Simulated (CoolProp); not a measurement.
A simple Rankine cycle with sulfur dioxide: condensing at 328.15 K, boiler at 2.33 MPa, turbine inlet 369.8 K, turbine efficiency 0.65, pump efficiency 0.8, no recuperator. Each further row changes one setting.

Values from CoolProp's reference Helmholtz-energy equation of state, Gao 2016.

| case | thermal efficiency (%) | net work (kJ/kg) | heat in (kJ/kg) | turbine exit temperature (K) | volume ratio over the turbine |
|---|---|---|---|---|---|
| as stated | 5.8 | 19.4 | 331 | 328.2 | 2.30 |
| turbine inlet 389.8 K | 6.0 | 21.1 | 352 | 337.0 | 2.23 |
| condensing temperature 320.15 K | 7.0 | ? | 343 | 320.2 | 2.83 |
| boiler pressure 1.63 MPa | 3.7 | ? | 345 | ? | 1.60 |
| turbine efficiency 0.55 | 4.9 | 16.2 | 331 | 328.2 | 2.32 |

Q: Fill in the missing entries.

A: 
- condensing temperature 320.15 K, net work (kJ/kg): 24.2
- boiler pressure 1.63 MPa, net work (kJ/kg): 12.8
- boiler pressure 1.63 MPa, turbine exit temperature (K): 339.6

The expansion ends wet for: as stated; condensing temperature 320.15 K; turbine efficiency 0.55.
